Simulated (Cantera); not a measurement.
Cantera run, input and output.

```python
import numpy as np
import cantera as ct

gas = ct.Solution("gri30.yaml")
gas.TPX = 1298, 51000, {'N2O': 1, 'N2': 0.078}
reactor = ct.IdealGasConstPressureReactor(gas, energy="off", clone=False)
net = ct.ReactorNet([reactor])
net.rtol, net.atol = 1e-08, 1e-18
show = ['N2O', 'O2', 'NO', 'N2', 'NO2', 'O']
times = np.geomspace(0.0006, 8, 13)

steps = ct.SolutionArray(gas, extra=["t"])
rows = []
print(f"{'t/s':>10s}{'T/K':>9s}{'P/Pa':>11s}" + "".join(f"{s:>11s}" for s in show))
for t in times:
    while net.time < t:
        t_next = net.step()
        steps.append(gas.state, t=t_next)
    rows.append([np.interp(t, steps.t, y) for y in (steps.T, steps.P, *steps(*show).X.T)])
    print(f"{t:10.3e}{rows[-1][0]:9.1f}{rows[-1][1]:11.4g}" + "".join(f"{x:11.3e}" for x in rows[-1][2:]))
rate = np.gradient(steps.T, steps.t)
print("integrator steps:", len(steps.t))
if steps.T.max() > steps.T[0] + 200:
    print(f"time of steepest temperature rise: {steps.t[rate.argmax()]:.4e} s")
gas.TPX = 1298, 51000, {'N2O': 1, 'N2': 0.078}
gas.equilibrate("TP")
print(f"equilibrium (TP): T = {gas.T:.1f} K  " + "  ".join(f"{s} {gas[s].X[0]:.3e}" for s in show))
```

Result:

```
       t/s      T/K       P/Pa        N2O         O2         NO         N2        NO2          O
 6.000e-04   1298.0    5.1e+04  9.263e-01  3.965e-04  1.373e-04  7.319e-02  2.752e-08  7.233e-06
 1.324e-03   1298.0    5.1e+04  9.246e-01  8.813e-04  3.052e-04  7.420e-02  1.315e-07  7.232e-06
 2.922e-03   1298.0    5.1e+04  9.209e-01  1.947e-03  6.738e-04  7.643e-02  5.971e-07  7.229e-06
 6.447e-03   1298.0    5.1e+04  9.129e-01  4.278e-03  1.479e-03  8.130e-02  2.484e-06  7.221e-06
 1.423e-02   1298.0    5.1e+04  8.956e-01  9.322e-03  3.218e-03  9.184e-02  8.881e-06  7.201e-06
 3.140e-02   1298.0    5.1e+04  8.589e-01  2.000e-02  6.884e-03  1.141e-01  2.572e-05  7.151e-06
 6.928e-02   1298.0    5.1e+04  7.851e-01  4.153e-02  1.423e-02  1.591e-01  6.116e-05  7.036e-06
 1.529e-01   1298.0    5.1e+04  6.502e-01  8.093e-02  2.745e-02  2.413e-01  1.256e-04  6.778e-06
 3.374e-01   1298.0    5.1e+04  4.458e-01  1.410e-01  4.679e-02  3.662e-01  2.214e-04  6.188e-06
 7.445e-01   1298.0    5.1e+04  2.198e-01  2.084e-01  6.613e-02  5.053e-01  3.206e-04  4.869e-06
 1.643e+00   1298.0    5.1e+04  6.512e-02  2.564e-01  7.570e-02  6.024e-01  3.813e-04  2.535e-06
 3.625e+00   1298.0    5.1e+04  8.713e-03  2.753e-01  7.646e-02  6.391e-01  4.590e-04  5.525e-07
 8.000e+00   1298.0    5.1e+04  1.888e-04  2.782e-01  7.604e-02  6.449e-01  6.645e-04  1.354e-07
integrator steps: 1006
equilibrium (TP): T = 1298.0 K  N2O 1.981e-08  O2 3.166e-01  NO 4.490e-04  N2 6.829e-01  NO2 4.292e-06  O 1.353e-07
```

Cantera simulation using GRI-Mech 3.0 (53 species, 325 reactions); the numbers are that mechanism's predictions, not measurements. GRI-Mech 3.0 was tuned for natural gas; its chemistry of N2O as a main component is partial and can be far from experiment. The mechanism lacks the step 2 NO + O2 → 2 NO2, which can matter for NO2 below about 1400 K. The temperature is held fixed by assumption; the heat of reaction is taken as removed at once.
